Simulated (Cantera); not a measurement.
Cantera with NASA thermochemical tables; ideal gases at 1 bar, condensed phases pure. Values are per mole of reaction as written; species without (g) are pure solids or liquids, kept so even where they would boil at 1 bar.

S2(g) + 4 O2(g) + 4 K(g) → 2 K2SO4

```
T (K)  ΔH° (kJ)  ΔS° (J/K)  ΔG° (kJ)  log10 K  condensed phases
-----  --------  ---------  --------  -------  ----------------
300     -3359.8    -1339.1   -2958.1   515.04          K2SO4(s)
1523    -3125.7    -1097.7   -1454.0    49.87          K2SO4(l)
1573          ?          ?         ?        ?          K2SO4(l)
1623    -3112.4    -1089.2   -1344.6    43.27          K2SO4(l)
1673          ?          ?         ?        ?          K2SO4(l)
1723    -3099.1    -1081.3   -1236.1    37.47          K2SO4(l)
1773    -3092.6    -1077.5   -1182.1    34.83          K2SO4(l)
1823    -3086.0    -1073.9   -1128.3    32.33          K2SO4(l)
1873    -3079.5    -1070.4   -1074.7    29.97          K2SO4(l)
1923    -3073.1    -1067.0   -1021.3    27.74          K2SO4(l)
1973    -3066.7    -1063.7    -968.0    25.63          K2SO4(l)
```

Task: What belongs in the gaps?

Result: 
- 1573, ΔH° (kJ): -3119.0
- 1573, ΔS° (J/K): -1093.4
- 1573, ΔG° (kJ): -1399.2
- 1573, log10 K: 46.46
- 1673, ΔH° (kJ): -3105.7
- 1673, ΔS° (J/K): -1085.2
- 1673, ΔG° (kJ): -1290.3
- 1673, log10 K: 40.28
